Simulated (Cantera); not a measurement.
Feed: 1 mol Cu2O, 6.4 mol C, 0.04 mol CO, equilibrated at 13.0 Pa.

Method: chemical equilibrium by Gibbs-energy minimisation in Cantera with the NASA 1993 tables (ideal gas, pure condensed phases). Candidate condensed phases: C, Cu, CuO, Cu2O; 15 gas species. The numbers say what is thermodynamically allowed, not how fast it happens.

Task: What share of the Cu ends up in condensed phases as a function of T (°C), at 675, 775, 875, 975, 1075, 1175, 1275, 1375, 1475, 1575, 1675?

Result: 
| T (°C) | Cu condensed (%) | as |
|---|---|---|
| 675 | 100.0 | Cu(s) |
| 775 | 100.0 | Cu(s) |
| 875 | 100.0 | Cu(s) |
| 975 | 100.0 | Cu(s) |
| 1075 | 99.8 | Cu(s) |
| 1175 | 98.6 | Cu(l) |
| 1275 | 91.6 | Cu(l) |
| 1375 | 19.2 | Cu(l) |
| 1475 | 0.0 | - |
| 1575 | 0.0 | - |
| 1675 | 0.0 | - |
